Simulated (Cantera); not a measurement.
## Thermodynamics of chemical vapour transport, feed Fe + Cl₂ + N₂

Feed: 1 mol Fe, 2 mol Cl₂, 0.074 mol N₂, equilibrated at 11000 Pa.

Method: chemical equilibrium by Gibbs-energy minimisation in Cantera with the NASA 1993 tables (ideal gas, pure condensed phases). Candidate condensed phases: Fe, FeCl₂, FeCl₃; 10 gas species. Equilibrium is a limit: real reactors are often held back by kinetics, nucleation or transport.

From 1023 K to 1573 K nothing is condensed. The main Fe-bearing gas is FeCl₃ at 1023 K and FeCl₂ at 1573 K.

```tsv
T (K)	log p FeCl₃	log p Cl₂	log p FeCl₂	log p Cl	log p N₂	log p Fe₂Cl₆	log p Fe₂Cl₄
1023	-1.22	-1.43	-2.82	-3.98	-2.27	-2.30	-4.75
1073	-1.20	-1.44	-2.54	-3.69	-2.28	-2.60	-4.53
1123	-1.21	-1.43	-2.31	-3.42	-2.29	-2.90	-4.38
1173	-1.23	-1.43	-2.12	-3.16	-2.30	-3.21	-4.27
1223	-1.27	-1.42	-1.95	-2.93	-2.31	-3.52	-4.20
1273	-1.31	-1.41	-1.82	-2.72	-2.32	-3.83	-4.17
1323	-1.37	-1.40	-1.71	-2.52	-2.33	-4.15	-4.17
1373	-1.44	-1.40	-1.62	-2.34	-2.35	-4.47	-4.20
1423	-1.51	-1.40	-1.55	-2.17	-2.36	-4.80	-4.24
1473	-1.60	-1.40	-1.50	-2.02	-2.38	-5.14	-4.31
1523	-1.70	-1.42	-1.46	-1.88	-2.39	-5.48	-4.40
1573	-1.81	-1.45	-1.43	-1.75	-2.41	-5.83	-4.50
```
log p: log10 of the partial pressure in bar; nothing condenses.
